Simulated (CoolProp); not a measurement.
Vapour-liquid equilibrium of R1234ze(E) (1) + n-pentane (2) at 280.3 K; x and y are mole fractions of (1).

Computed with CoolProp (multi-fluid Helmholtz-energy mixture model, Thol 2016 and Thol 2019; pair parameters Bell 2016).

```tsv
x	bubble pressure (kPa)	y at the bubble point	dew pressure at overall composition x (kPa)	liquid density (mol/L)
0.05	67.86	0.521	35.26	8.920
0.15	123.6	0.754	39.28	9.057
0.25	163.7	0.827	44.33	9.198
0.35	191.5	0.862	50.85	9.343
0.45	210.6	0.882	59.59	9.496
0.55	224.5	0.897	71.92	9.661
0.65	235.9	0.910	90.55	9.842
0.75	246.9	0.924	121.7	10.04
0.85	258.9	0.945	181.5	10.27
0.95	272.5	0.977	261.5	10.54
```

No azeotrope shows between x = 0.05 and 0.95.

The pair parameters rest on a limited set of measurements; away from them the model extrapolates. With so large a gap from Raoult's law the liquid may split in two, which this calculation doesn't test in full.
